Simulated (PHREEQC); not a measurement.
A column of 1 m (30 cells, dispersivity 0.035 m, 60 s a shift, diffusion coefficient 3e-10 m²/s) holds 0.00096 eq of the database's cation exchanger X per kg of pore water, first in equilibrium with 0.013 mol SrCl2 and 1e-05 mol HCl per kg of water. It is flushed with 0.0004 mol BaCl2 and 1e-05 mol HCl per kg of water, at 40 °C. Values are for the last cell. The system is closed to CO2. No solid was allowed to form.

The numbers come from PHREEQC with the ion-association model, phreeqc.dat.

| pore volumes | Ba in solution (mol/kgw) | Sr in solution (mol/kgw) | Cl in solution (mol/kgw) |
|---|---|---|---|
| 0 | 0 | 0.0130 | 0.0260 |
| 0.35 | 2.84e-9 | 0.0130 | 0.0260 |
| 0.6833 | 2.30e-5 | 0.0118 | 0.0237 |
| 0.85 | [?] | 0.00896 | 0.0181 |
| 1.183 | [?] | [?] | [?] |
| 1.517 | [?] | 0.000847 | 0.00189 |
| 1.85 | 0.000104 | 0.000377 | 0.000971 |
| 2.017 | 0.000128 | 0.000301 | 0.000868 |
| 2.35 | 0.000199 | [?] | 0.000817 |
| 2.683 | 0.000271 | 0.000129 | 0.000811 |
| 3.017 | 0.000325 | 7.53e-5 | 0.000810 |
| 3.183 | 0.000344 | 5.59e-5 | 0.000810 |
| 3.517 | 0.000371 | 2.95e-5 | 0.000810 |
| 3.85 | [?] | 1.49e-5 | 0.000810 |
| 4.183 | 0.000393 | 7.26e-6 | 0.000810 |
| 4.35 | [?] | 5.02e-6 | 0.000810 |
| 4.683 | 0.000398 | 2.36e-6 | 0.000810 |
| 5.017 | 0.000399 | 1.09e-6 | 0.000810 |

**Question.** Fill in the missing entries.

**Answer.** 
- 0.85, Ba in solution (mol/kgw): 7.23e-5
- 1.183, Ba in solution (mol/kgw): 0.000122
- 1.183, Sr in solution (mol/kgw): 0.00306
- 1.183, Cl in solution (mol/kgw): 0.00637
- 1.517, Ba in solution (mol/kgw): 9.56e-5
- 2.35, Sr in solution (mol/kgw): 0.000204
- 3.85, Ba in solution (mol/kgw): 0.000385
- 4.35, Ba in solution (mol/kgw): 0.000395

Away from 25 °C the constants follow the database's enthalpies or fits; those with neither stay at their 25 °C values.
